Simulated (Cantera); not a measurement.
Feed: 1 mol SiH₂Cl₂, 0.8 mol NH₃, 8.4 mol N₂, at 1775 K and 1.00 bar.

These are equilibrium values from Cantera (NASA tables, ideal gas, pure condensed phases), not measurements of a reactor. Candidate condensed phases: NH₄Cl, Si, Si₃N₄; 28 gas species. The tables' values for SiCl₃ are old estimates; treat these amounts as uncertain. Kinetics and transport are ignored.

Base state: N₂ 0.724, H₂ 0.128, HCl 0.127, SiCl₂ 0.0162, SiCl₃ 0.00325, SiCl₄ 0.00110, SiHCl₃ 0.000262, H 0.000104 (mole fractions); condensed: Si₃N₄(s).

Task: What changes in the equilibrium state with this change: temperature from 1775 K to 848 K?

Result: 
```json
[
 {"species": "N₂", "before": "0.724", "after": "0.729"},
 {"species": "H₂", "before": "0.128", "after": "0.131"},
 {"species": "HCl", "before": "0.127", "after": "0.128"},
 {"species": "SiCl₂", "before": "0.0162", "after": "<1e-9"},
 {"species": "SiCl₄", "before": "0.00110", "after": "0.0122"},
 {"species": "H", "before": "0.000104", "after": "<1e-9"},
 {"species": "Cl", "before": "7.89e-5", "after": "<1e-9"},
 {"species": "Si₃N₄(s), mol", "before": "0.254", "after": "0.287"}
]
```
